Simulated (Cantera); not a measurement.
A closed system holds: 1 mol PH3, 0.066 mol H2, 0.3 mol O2, equilibrated at 1550 °C and 0.0133 bar.

Method: chemical equilibrium by Gibbs-energy minimisation in Cantera with the NASA 1993 tables (ideal gas, pure condensed phases). Candidate condensed phases: H2O, P, P4O10; 17 gas species. Gases not in the tables: HPO2, HPO3 and P4O6. Equilibrium is a limit: real reactors are often held back by kinetics, nucleation or transport.

Base state: H2 0.606, P2 0.152, PO 0.113, H2O 0.0952, PO2 0.0305, H 0.00292, P 0.000328, PH 7.01e-5 (mole fractions); condensed: gas only.

Q: What changes in the equilibrium state with this change: PH3 replaced by NH3?

A: 
| species | before | after |
|---|---|---|
| H2 | 0.606 | 0.466 |
| H2O | 0.0952 | 0.290 |
| N2 | 0 | 0.242 |
| P2 | 0.152 | 0 |
| PO | 0.113 | 0 |
| PO2 | 0.0305 | 0 |
| P | 0.000328 | 0 |
| PH | 7.01e-5 | 0 |
